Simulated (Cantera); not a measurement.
# Thermodynamics of silicon epitaxy and polysilicon growth, feed SiCl4 + Cl2 + H2

Input: 1 mol SiCl4, 0.13 mol Cl2, 120 mol H2, equilibrated at 3.20 mbar.

Cantera equilibrium calculation (NASA polynomials, part measured and part estimated; ideal gas, pure solids and liquids). Candidate condensed phases: Si; 19 gas species. The tables' values for SiCl3 are old estimates; treat these amounts as uncertain. The numbers say what is thermodynamically allowed, not how fast it happens.

At 800 K nothing is condensed. From 850 K to 1300 K the condensed part is Si(s). The main Si-bearing gas is SiCl4 at 800 K and SiCl2 at 1300 K. The share of Si in condensed phases is highest at 1200 K (71.0 %) and lowest at 800 K (0.0 %).

| T (K) | x H2 | x HCl | x SiCl4 | x SiCl2 | x SiHCl3 | x SiCl3 | x SiH2Cl2 | n Si(s) |
|---|---|---|---|---|---|---|---|---|
| 800 | 0.988 | 0.00380 | 0.00664 | 6.18e-6 | 0.00156 | 1.92e-5 | 2.96e-5 | 0 |
| 850 | 0.987 | 0.00556 | 0.00599 | 3.74e-5 | 0.00176 | 5.62e-5 | 4.56e-5 | 0.0434 |
| 900 | 0.984 | 0.00933 | 0.00513 | 0.000120 | 0.00153 | 0.000114 | 4.36e-5 | 0.158 |
| 950 | 0.980 | 0.0143 | 0.00393 | 0.000321 | 0.00123 | 0.000194 | 3.92e-5 | 0.305 |
| 1000 | 0.976 | 0.0200 | 0.00253 | 0.000699 | 0.000867 | 0.000270 | 3.21e-5 | 0.465 |
| 1050 | 0.972 | 0.0251 | 0.00125 | 0.00121 | 0.000503 | 0.000289 | 2.30e-5 | 0.600 |
| 1100 | 0.969 | 0.0282 | 0.000467 | 0.00168 | 0.000236 | 0.000237 | 1.43e-5 | 0.679 |
| 1150 | 0.968 | 0.0295 | 0.000147 | 0.00198 | 9.82e-5 | 0.000164 | 8.20e-6 | 0.707 |
| 1200 | 0.968 | 0.0299 | 4.57e-5 | 0.00218 | 4.03e-5 | 0.000107 | 4.64e-6 | 0.710 |
| 1250 | 0.968 | 0.0299 | 1.49e-5 | 0.00233 | 1.72e-5 | 6.97e-5 | 2.70e-6 | 0.703 |
| 1300 | 0.968 | 0.0298 | 5.25e-6 | 0.00245 | 7.77e-6 | 4.65e-5 | 1.62e-6 | 0.694 |
x: gas mole fraction; n: condensed amount in mol.
